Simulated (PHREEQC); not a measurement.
Solution (20 °C): 0.0059 mol HF, 0.034 mol K2HPO4 and 6e-05 mol KCl per kg of water. Closed to the air; pH follows from the charge balance.

All values are PHREEQC results (ion-association model, phreeqc.dat), not measurements.

No solid was allowed to form.

**Question.** Order these P species by the share of P that they hold, largest first: KHPO4-, H2PO4-, HPO4-2.

**Answer.** HPO4-2 (79 %), H2PO4- (17 %), KHPO4- (3.9 %)

The pH is 7.57 and the ionic strength 0.0935 mol/kgw. Complexes and solids missing from the database can't appear.
